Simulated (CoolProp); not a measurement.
Properties of carbonyl sulfide along the isobar 36.8 MPa (Tc = 105.6 °C, pc = 6.369 MPa, ω = 0.098).

Model: reference Helmholtz-energy equation of state, Lemmon 2006, in CoolProp. It is a short technical equation, of lower accuracy than the large ones.

| T (°C) | phase | Z | speed of sound (m/s) | fugacity coefficient |
|---|---|---|---|---|
| 11.55 | liquid | 0.8398 | 972.9 | 0.05081 |
| 35.85 | liquid | 0.8067 | 892.1 | 0.08464 |
| 60.15 | liquid | 0.7823 | 815.6 | 0.1283 |
| 84.55 | liquid | 0.7656 | 743.4 | 0.1807 |
| 108.85 | supercritical | 0.7562 | 677.1 | 0.2396 |
| 133.15 | supercritical | 0.7535 | 617.1 | 0.3029 |
| 157.45 | supercritical | 0.7572 | 564.4 | 0.3682 |
| 181.75 | supercritical | 0.7668 | 519.5 | 0.4335 |
| 206.15 | supercritical | 0.7817 | 482.7 | 0.4970 |
| 230.45 | supercritical | 0.8008 | 454.0 | 0.5571 |
| 254.75 | supercritical | 0.8229 | 432.8 | 0.6130 |
| 279.05 | supercritical | 0.8464 | 418.0 | 0.6643 |
| 303.45 | supercritical | 0.8704 | 408.3 | 0.7110 |
